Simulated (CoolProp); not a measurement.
Properties of sulfur hexafluoride along the isotherm 74.75 °C (Tc = 45.6 °C, pc = 3.755 MPa, ω = 0.210).

Computed with CoolProp (reference Helmholtz-energy equation of state, Guder 2009).

```tsv
p (MPa)	phase	cp (kJ/(kg K))	expansivity (1/kK)	viscosity (µPa s)	fugacity coefficient
0.0297	gas	0.7379	2.894	17.4	0.9980
0.0563	gas	0.7386	2.911	17.4	0.9963
0.107	gas	0.7399	2.945	17.5	0.9929
0.202	gas	0.7425	3.010	17.5	0.9866
0.383	gas	0.7476	3.141	17.5	0.9747
0.727	gas	0.7584	3.415	17.7	0.9522
1.38	gas	0.7834	4.049	18.0	0.9100
2.61	gas	0.8576	5.921	19.2	0.8322
4.95	supercritical	1.361	18.08	26.8	0.6883
9.39	supercritical	1.283	9.461	77.7	0.4804
```

Viscosity comes from a separate model (Quiñones-Cisneros 2012).
